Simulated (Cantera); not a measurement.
A closed system holds: 1 mol Al, a varied amount of HCl, 21 mol H2, 0.22 mol H2O, held at 1900 K and 12.0 Pa.

Cantera equilibrium calculation (NASA polynomials, part measured and part estimated; ideal gas, pure solids and liquids). Candidate condensed phases: Al, AlCl3, Al2O3, H2O; 29 gas species. The tables' values for AlCl2, AlOH are old estimates; treat these amounts as uncertain. Equilibrium is a limit: real reactors are often held back by kinetics, nucleation or transport.

x: gas mole fraction; n: condensed amount in mol.

```json
[
 {"n(HCl) (mol)": "1.2", "x H2": "0.879", "x HCl": "0.0159", "x H": "0.0679", "x AlCl": "0.0338", "x Cl": "0.000925", "x H2O": "[?]", "x Al": "0.00221", "n Al2O3(s)": "0.0670"},
 {"n(HCl) (mol)": "1.9", "x H2": "0.853", "x HCl": "0.0407", "x H": "0.0669", "x AlCl": "0.0345", "x Cl": "0.00241", "x H2O": "[?]", "x Al": "0.000867", "n Al2O3(s)": "0.0648"},
 {"n(HCl) (mol)": "2.6", "x H2": "0.829", "x HCl": "0.0651", "x H": "0.0660", "x AlCl": "0.0340", "x Cl": "0.00391", "x H2O": "[?]", "x Al": "0.000526", "n Al2O3(s)": "0.0620"},
 {"n(HCl) (mol)": "3.3", "x H2": "0.806", "x HCl": "0.0883", "x H": "0.0650", "x AlCl": "0.0333", "x Cl": "0.00538", "x H2O": "[?]", "x Al": "0.000375", "n Al2O3(s)": "0.0593"},
 {"n(HCl) (mol)": "4", "x H2": "0.784", "x HCl": "0.110", "x H": "0.0641", "x AlCl": "0.0326", "x Cl": "0.00681", "x H2O": "[?]", "x Al": "0.000290", "n Al2O3(s)": "0.0568"},
 {"n(HCl) (mol)": "4.7", "x H2": "0.763", "x HCl": "0.131", "x H": "0.0633", "x AlCl": "0.0318", "x Cl": "0.00820", "x H2O": "[?]", "x Al": "0.000235", "n Al2O3(s)": "0.0545"},
 {"n(HCl) (mol)": "5.4", "x H2": "0.743", "x HCl": "0.151", "x H": "0.0625", "x AlCl": "0.0311", "x Cl": "0.00956", "x H2O": "0.00207", "x Al": "0.000197", "n Al2O3(s)": "0.0522"},
 {"n(HCl) (mol)": "6.1", "x H2": "0.725", "x HCl": "0.169", "x H": "0.0617", "x AlCl": "0.0304", "x Cl": "0.0109", "x H2O": "0.00223", "x Al": "0.000170", "n Al2O3(s)": "0.0500"},
 {"n(HCl) (mol)": "6.8", "x H2": "0.707", "x HCl": "0.187", "x H": "0.0609", "x AlCl": "0.0298", "x Cl": "0.0122", "x H2O": "0.00238", "x Al": "0.000148", "n Al2O3(s)": "0.0478"},
 {"n(HCl) (mol)": "7.5", "x H2": "0.690", "x HCl": "0.204", "x H": "0.0602", "x AlCl": "0.0291", "x Cl": "0.0134", "x H2O": "0.00251", "x Al": "0.000132", "n Al2O3(s)": "0.0457"},
 {"n(HCl) (mol)": "8.2", "x H2": "0.674", "x HCl": "0.220", "x H": "0.0595", "x AlCl": "0.0285", "x Cl": "0.0146", "x H2O": "0.00264", "x Al": "0.000118", "n Al2O3(s)": "0.0436"},
 {"n(HCl) (mol)": "8.8", "x H2": "0.661", "x HCl": "0.233", "x H": "0.0589", "x AlCl": "0.0280", "x Cl": "0.0157", "x H2O": "0.00274", "x Al": "0.000108", "n Al2O3(s)": "0.0419"},
 {"n(HCl) (mol)": "9.5", "x H2": "0.646", "x HCl": "0.248", "x H": "0.0582", "x AlCl": "0.0275", "x Cl": "0.0168", "x H2O": "0.00285", "x Al": "9.88e-5", "n Al2O3(s)": "0.0399"}
]
```

Q: What belongs in the gaps?

A: 
- 1.2, x H2O: 0.000488
- 1.9, x H2O: 0.000885
- 2.6, x H2O: 0.00120
- 3.3, x H2O: 0.00146
- 4, x H2O: 0.00169
- 4.7, x H2O: 0.00189
